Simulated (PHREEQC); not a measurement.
1.5 g of hydrous ferric oxide (600 m²/g; 0.2 weak and 0.005 strong sites per Fe, Dzombak-Morel constants, diffuse double layer) in 1 kg of water with 0.05 mol/kgw of an inert sodium salt and 5e-06 mol SrCl2 and 0.00033 mol ZnCl2, at 25 °C; the pH is set by adding NaOH or the inert anion's acid. Oxygen alone is held at its pressure in air (log pO2 = -0.68). The system is closed to CO2. No solid was allowed to form.

All values are PHREEQC results (ion-association model, wateq4f.dat), not measurements.

```csv
pH,Sr sorbed (%),Zn sorbed (%),surface charge σ (C/m²)
3,0.0,0.0,0.358
3.5,0.0,0.0,…
4,0.0,0.2,0.296
4.5,0.0,1.3,0.240
5,0.0,7.3,0.183
5.5,0.0,20.3,…
6,0.0,37.5,0.093
6.5,0.0,69.8,0.064
7,0.1,93.3,0.041
7.5,…,99.0,…
8,2.8,99.9,0.008
8.5,18.0,100.0,-0.005
9,62.5,100.0,-0.019
9.5,92.3,100.0,…
10,98.7,100.0,-0.062
10.5,99.8,100.0,…
11,100.0,99.9,-0.136
```

**Question.** Some entries are withheld; supply them.

**Answer.** 
- 3.5, surface charge σ (C/m²): 0.336
- 5.5, surface charge σ (C/m²): 0.133
- 7.5, Sr sorbed (%): 0.4
- 7.5, surface charge σ (C/m²): 0.023
- 9.5, surface charge σ (C/m²): -0.037
- 10.5, surface charge σ (C/m²): -0.094

The oxide is taken as insoluble; below pH 4 it would dissolve.
